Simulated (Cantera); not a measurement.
What does this Cantera script print?

```python
import numpy as np
import cantera as ct

gas_names = """
    C CH CH2 CH3 CH2OH CH3O CH4 CH3OH CN CO CO2 COOH C2 C2H CHCO,ketyl C2H2,acetylene C2H2,vinylidene
    CH2CO,ketene C2H3,vinyl CH3CN CH3CO,acetyl C2H4 C2H4O,ethylen CH3CHO,ethanal CH3COOH (HCOOH)2 C2H5
    C2H6 CH3OCH3 C2H5OH CCN CNC C2N2 C2O C3 C3H3,propargyl C3H4,allene C3H4,propyne C3H4,cyclo-
    C3H5,allyl C3H6,propylene C3H6,cyclo- C3H6O C3H7,n-propyl C3H7,i-propyl C3H8 C3H8O,1propanol
    C3H8O,2propanol C3O2 C4 C4H2 C4H4,1,3-cyclo- C4H6,butadiene C4H6,2-butyne C4H6,cyclo- C4H8,1-butene
    C4H8,cis2-buten C4H8,tr2-butene C4H8,isobutene C4H8,cyclo- (CH3COOH)2 C4H9,n-butyl C4H9,i-butyl
    C4H9,s-butyl C4H9,t-butyl C4H10,isobutane C4H10,n-butane C4N2 C5 C5H6,1,3cyclo- C5H8,cyclo-
    C5H10,1-pentene C5H10,cyclo- C5H11,pentyl C5H11,t-pentyl C5H12,n-pentane C5H12,i-pentane
    CH3C(CH3)2CH3 C6H2 C6H5,phenyl C6H5O,phenoxy C6H6 C6H5OH,phenol C6H10,cyclo- C6H12,1-hexene
    C6H12,cyclo- C6H13,n-hexyl C7H7,benzyl C7H8 C7H8O,cresol C7H14,1-heptene C7H15,n-heptyl
    C7H16,n-heptane C8H8,styrene C8H10,ethylbenz C8H16,1-octene C8H17,n-octyl C8H18,isooctane
    C8H18,n-octane C9H19,n-nonyl C10H8,naphthale C10H21,n-decyl C12H9,o-bipheny C12H10,bipheny H HCN HCO
    HCCN HNC HNCO HNO HNO2 HNO3 HO2 H2 HCHO,formaldehy HCOOH H2O H2O2 N NCO NH NH2 NH3 NH2OH NO NO2 NO3
    N2 N2H2 N2H4 N2O O OH O2 O3 Si SiC SiC2 SiC4H12 SiH SiH2 SiH3 SiH4 SiN SiO SiO2 Si2 Si2C Si2N Si3
""".split()
cond_names = """
    C(gr) C6H6(L) C7H8(L) C8H18(L),n-octa H2O(s) H2O(L) Si(cr) Si(L) SiC(b) SiO2(Lqz) SiO2(hqz) SiO2(L)
    Si2N2O(s) Si3N4(a)
""".split()


def load(file, names, dense=False):
    # The tables refer to 1 bar. Condensed volumes are neglected.
    table = {s.name: s for s in ct.Species.list_from_file(file)}
    out = []
    for n in names:
        d = dict(table[n].input_data)
        d["thermo"] = dict(d["thermo"], **{"reference-pressure": 1e5})
        if dense:
            d["equation-of-state"] = {"model": "constant-volume", "density": "1e6 g/cm^3"}
        out.append(ct.Species.from_dict(d))
    return out


gas = ct.Solution(thermo="ideal-gas", species=load("nasa_gas.yaml", gas_names))
cond = {s.name: ct.Solution(thermo="fixed-stoichiometry", species=[s], name=s.name)
        for s in load("nasa_condensed.yaml", cond_names, dense=True)}
atoms = {
    'Si2H6': {'Si': 2, 'H': 6},
    'O2': {'O': 2},
    'N2': {'N': 2},
    'CO2': {'C': 1, 'O': 2},
}
top_T = {'C(gr)': 4500, 'SiC(b)': 3050, 'Si2N2O(s)': 2100, 'Si3N4(a)': 2400}  # K; cautious upper limits of use, not melting points


def equilibrate(T, P, feed):
    n = {}
    for name, mol in feed.items():
        for a, k in atoms[name].items():
            n[a] = n.get(a, 0.0) + k * mol
    gas.TPX = T, P, n
    mass = sum(n.values()) * gas.mean_molecular_weight
    gas.equilibrate("TP")
    valid = [c for c in cond.values() if c.min_temp <= T <= top_T.get(c.name, c.max_temp)]
    mix = ct.Mixture([(gas, mass / gas.mean_molecular_weight)] + [(c, 0.0) for c in valid])
    mix.T, mix.P = T, P
    mix.equilibrate("TP", solver="vcs", rtol=1e-11, max_steps=5000)
    return mix


results = []
feed = {'Si2H6': 1, 'O2': 4.8, 'N2': 2.4, 'CO2': 6.1}  # mol
P = 13332.2  # Pa
for T in [750, 850, 950, 1050, 1150, 1250, 1350, 1450, 1550, 1650, 1750, 1850, 1950]:
    mix = equilibrate(T, P, feed)
    results.append((T, P, feed, dict(zip(mix.species_names, mix.species_moles))))

top = {s: max(r[3][s] / sum(r[3][g] for g in gas_names) for r in results) for s in gas_names}
cols = sorted((s for s in top if top[s] > 0.0001), key=lambda s: -top[s])[:7]
seen = [c for c in cond_names if any(r[3].get(c, 0) > 1e-12 for r in results)]
print("log10 of partial pressures in bar; condensed amounts in mol")
print(f"{'T/K':>10s}" + "".join(f"{s[:9]:>10s}" for s in cols + seen))
for T, P, feed, n in results:
    ng = sum(n[g] for g in gas_names)
    print(f"{T:10.4g}" + "".join(f"{np.log10(max(n[s] / ng * P / 1e5, 1e-99)):10.3f}" for s in cols)
          + "".join(f"{n.get(c, 0):10.4g}" for c in seen))
```

Result:

```
log10 of partial pressures in bar; condensed amounts in mol
       T/K       CO2       H2O        N2        O2        CO        OH        NO SiO2(Lqz) SiO2(hqz)   SiO2(L)
       750    -1.197    -1.505    -1.602    -1.868   -15.407   -10.315    -7.441         2         0         0
       850    -1.197    -1.505    -1.602    -1.868   -13.086    -8.987    -6.692         0         2         0
       950    -1.197    -1.505    -1.602    -1.868   -11.256    -7.936    -6.101         0         2         0
      1050    -1.197    -1.505    -1.602    -1.868    -9.776    -7.085    -5.622         0         2         0
      1150    -1.197    -1.505    -1.602    -1.868    -8.555    -6.382    -5.226         0         2         0
      1250    -1.197    -1.505    -1.602    -1.869    -7.530    -5.791    -4.894         0         2         0
      1350    -1.197    -1.505    -1.602    -1.869    -6.659    -5.287    -4.611         0         2         0
      1450    -1.197    -1.505    -1.602    -1.869    -5.910    -4.853    -4.367         0         2         0
      1550    -1.197    -1.505    -1.603    -1.870    -5.258    -4.474    -4.155         0         2         0
      1650    -1.197    -1.506    -1.603    -1.870    -4.686    -4.142    -3.969         0         2         0
      1750    -1.198    -1.507    -1.604    -1.871    -4.180    -3.848    -3.804         0         0         2
      1850    -1.199    -1.508    -1.605    -1.872    -3.731    -3.586    -3.657         0         0         2
      1950    -1.202    -1.510    -1.606    -1.871    -3.331    -3.351    -3.525         0         0         2
```

Cantera equilibrium calculation (NASA polynomials, part measured and part estimated; ideal gas, pure solids and liquids). The feed counts by its element totals alone. The tables hold silica as quartz up to 1696 K and as liquid above; real silica turns to tridymite and cristobalite and melts near 1996 K. Gases not in the tables: Si(OH)4.
